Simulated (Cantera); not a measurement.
Diamond growth

A diamond (100) surface in a fixed gas of H2 with x(CH4) = 0.011, x(H) = 0.0018, x(CH3) = 4.9e-05, 72.8 Torr; coverages are run to steady state.

Computed with Cantera and the Harris–Goodwin 1993 mechanism for the reconstructed diamond (100) surface.

```
T (K)  growth (µm/h)  θ c6HH  θ c6H*  θ c6*H   θ c6**    θ c6HM
-----  -------------  ------  ------  ------  -------  --------
950             1.88   0.630  0.0138   0.327  0.00636    0.0175
1025            2.47   0.568  0.0202   0.385   0.0108    0.0118
1100            2.39   0.513  0.0274   0.434   0.0166   0.00625
1175            1.51   0.465  0.0351   0.472   0.0235   0.00213
1250           0.889   0.426  0.0429   0.499   0.0306  0.000532
1325           0.720   0.395  0.0504   0.516   0.0374  0.000125
1400           0.621   0.373  0.0574   0.526   0.0433   2.95e-5
```
θ: site fractions in the mechanism's names (c6HH fully hydrogenated, c6H* and c6*H radical sites, c6** diradical, c6HM methylated).
